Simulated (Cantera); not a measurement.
## Sublimation and decomposition of ceramics: Si₃N₄ + Si + H₂ + C

Feed: 1 mol Si₃N₄, 0.088 mol Si, 5.8 mol H₂, 0.34 mol C, at 30.0 Pa.

Cantera equilibrium calculation (NASA polynomials, part measured and part estimated; ideal gas, pure solids and liquids). Candidate condensed phases: C, C₆H₆, C₇H₈, C₈H₁₈, Si, SiC, Si₃N₄; 105 gas species. Mutual solubility and eutectic melting of coexisting phases are not modelled. The tables' values for SiN are old estimates; treat these amounts as uncertain. Gases not in the tables: Si₂H₆ and higher silanes. The numbers say what is thermodynamically allowed, not how fast it happens.

| T (K) | log p H₂ | log p H | log p N₂ | log p Si | log p Si₂C | log p SiC₂ | log p HCN | log p Si₂ | n Si(l) | n SiC(s) |
|---|---|---|---|---|---|---|---|---|---|---|
| 1775 | -3.66 | -5.37 | -4.12 | -5.66 | -7.69 | -10.90 | -7.83 | -7.91 | 2.69 | 0.339 |
| 1825 | -3.67 | -5.19 | -4.13 | -5.34 | -7.26 | -10.25 | -7.63 | -7.53 | 2.62 | 0.338 |
| 1875 | -3.68 | -5.02 | -4.14 | -5.04 | -6.85 | -9.65 | -7.44 | -7.17 | 2.49 | 0.335 |
| 1925 | -3.70 | -4.87 | -4.15 | -4.76 | -6.46 | -9.07 | -7.28 | -6.83 | 2.22 | 0.329 |
| 1975 | -3.74 | -4.73 | -4.18 | -4.49 | -6.10 | -8.53 | -7.14 | -6.50 | 1.70 | 0.313 |
| 2025 | -3.81 | -4.62 | -4.24 | -4.23 | -5.75 | -8.01 | -7.03 | -6.19 | 0.601 | 0.275 |
| 2075 | -3.85 | -4.50 | -4.27 | -4.16 | -5.59 | -7.35 | -6.75 | -6.23 | 0 | 0.234 |
| 2125 | -3.88 | -4.38 | -4.28 | -4.16 | -5.51 | -6.65 | -6.38 | -6.43 | 0 | 0.188 |
| 2175 | -3.92 | -4.27 | -4.29 | -4.17 | -5.44 | -5.98 | -6.04 | -6.61 | 0 | 0.0721 |
| 2225 | -3.96 | -4.17 | -4.31 | -4.17 | -5.54 | -5.70 | -5.90 | -6.78 | 0 | 0 |
| 2275 | -4.02 | -4.08 | -4.33 | -4.17 | -5.75 | -5.64 | -5.87 | -6.95 | 0 | 0 |
| 2325 | -4.08 | -4.00 | -4.34 | -4.18 | -5.97 | -5.60 | -5.87 | -7.12 | 0 | 0 |
| 2375 | -4.16 | -3.93 | -4.36 | -4.19 | -6.19 | -5.59 | -5.88 | -7.29 | 0 | 0 |
log p: log10 of the partial pressure in bar; n: condensed amount in mol.

From 1775 K to 2025 K the condensed part is Si(l) + SiC(s). From 2075 K to 2175 K the condensed part is SiC(s). From 2225 K to 2375 K nothing is condensed. The main Si-bearing gas is Si throughout.
